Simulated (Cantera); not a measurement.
Input: 1 mol HCl, 2.1 mol H₂O, 0.21 mol N₂, held at 1575 °C and 0.670 bar.

Cantera equilibrium calculation (NASA polynomials, part measured and part estimated; ideal gas, pure solids and liquids). Candidate condensed phases: H₂O, NH₄Cl; 29 gas species. The numbers say what is thermodynamically allowed, not how fast it happens.

Base state: H₂O 0.631, HCl 0.299, N₂ 0.0633, H₂ 0.00281, Cl 0.00277, OH 0.000567, O₂ 0.000523, NO 6.89e-5 (mole fractions); condensed: gas only.

What changes in the equilibrium state with this change: temperature from 1575 °C to 925 °C?


```csv
species,before,after
H₂O,0.631,0.634
HCl,0.299,0.302
N₂,0.0633,0.0634
H₂,0.00281,1.59e-5
H,3.43e-5,<1e-9
OH,0.000567,2.92e-7
```
